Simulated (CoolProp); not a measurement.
A closed Brayton cycle with carbon dioxide: compressor inlet 312.15 K and 7.5 MPa, high pressure 20.4 MPa, turbine inlet 625 K, compressor efficiency 0.89, turbine efficiency 0.9, recuperator effectiveness 0.9 (on enthalpy, no pinch check). Each further row changes one setting.

Model: reference Helmholtz-energy equation of state, Span 1996, in CoolProp.

```
case                           thermal efficiency (%)  net work (kJ/kg)  compressor to turbine work  compressor exit (K)  turbine exit (K)
-----------------------------  ----------------------  ----------------  --------------------------  -------------------  ----------------
as stated                                        26.2              50.8                        0.46                389.0             522.9
turbine inlet 575 K                              22.8              40.6                           …                389.0                 …
compressor inlet 322.15 K                           …                 …                           …                407.2             522.9
high pressure 17.3 MPa                              …                 …                           …                376.1             539.5
recuperator effectiveness 0.5                    19.9              50.8                        0.46                389.0             522.9
```

Task: What belongs in the gaps?

Result: 
- turbine inlet 575 K, compressor to turbine work: 0.51
- turbine inlet 575 K, turbine exit (K): 476.8
- compressor inlet 322.15 K, thermal efficiency (%): 24.1
- compressor inlet 322.15 K, net work (kJ/kg): 43.1
- compressor inlet 322.15 K, compressor to turbine work: 0.54
- high pressure 17.3 MPa, thermal efficiency (%): 25.8
- high pressure 17.3 MPa, net work (kJ/kg): 45.4
- high pressure 17.3 MPa, compressor to turbine work: 0.43
